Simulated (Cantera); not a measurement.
Mixture: 35.1 % H2, 8.77 % O2, 56.1 % N2, equivalence ratio 2.0, at 7500 Torr, adiabatic and at constant volume. Ignition delay is the time to a rise of 400 K.

Model: the H2/O2 subset of GRI-Mech 3.0, which has no nitrogen chemistry, integrated in Cantera. The hydrogen kinetics of GRI-Mech 3.0 are dated; newer H2 mechanisms differ, most at raised pressure.

Question: At T0 = 1423 K, what is the delay, and which 6 reactions control it most (d ln τ / d ln k, from doubling and halving each rate constant)?

Answer: The delay is 2.86 µs.
```json
[
 {"reaction": "H + O2 <=> O + OH", "d ln τ / d ln k": "-1.01", "faster rate": "shortens it"},
 {"reaction": "H + O2 + M <=> HO2 + M", "d ln τ / d ln k": "0.16", "faster rate": "lengthens it"},
 {"reaction": "H + O2 + N2 <=> HO2 + N2", "d ln τ / d ln k": "0.15", "faster rate": "lengthens it"},
 {"reaction": "H2 + O <=> H + OH", "d ln τ / d ln k": "-0.11", "faster rate": "shortens it"},
 {"reaction": "H2 + OH <=> H + H2O", "d ln τ / d ln k": "-0.06", "faster rate": "shortens it"},
 {"reaction": "H + HO2 <=> 2 OH", "d ln τ / d ln k": "-0.05", "faster rate": "shortens it"}
]
```
